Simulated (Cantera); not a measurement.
Charge: 1 mol Si, 2.9 mol CO, held at 1950 K and 7.90 bar.

Cantera equilibrium calculation (NASA polynomials, part measured and part estimated; ideal gas, pure solids and liquids). The tables hold silica as quartz up to 1696 K and as liquid above; real silica turns to tridymite and cristobalite and melts near 1996 K. The numbers say what is thermodynamically allowed, not how fast it happens.

| species | before | after |
|---|---|---|
| CO | 0.996 | 0.976 |
| SiO | 0.00361 | 0.0234 |
| CO2 | 0.000256 | 0.000127 |
| C(graphite), mol | 2.00 | 0 |
| SiO2(condensed), mol | 0.997 | 0.297 |
| SiC(s), mol | 0 | 0.649 |
Gas species are given as mole fractions.

Which change was made?
A) temperature from 1950 K to 1575 K
B) pressure from 7.90 bar to 1 atm
C) pressure from 7.90 bar to 2.40 bar
D) temperature from 1950 K to 1648.15 K

C, pressure from 7.90 bar to 2.40 bar. Mutual solubility and eutectic melting of coexisting phases are not modelled
